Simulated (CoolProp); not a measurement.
Octamethyltrisiloxane (MDM) at 298.15 K and 0.15 MPa is throttled through a valve to 0.0621 MPa with no heat exchange. Each further row changes one setting.

The numbers come from the reference Helmholtz-energy equation of state, Thol 2017 in CoolProp.

| case | temperature change (K) |
|---|---|
| as stated | +0.0 |
| outlet pressure 0.0186 MPa | +0.1 |
| outlet pressure 0.0807 MPa | +0.0 |
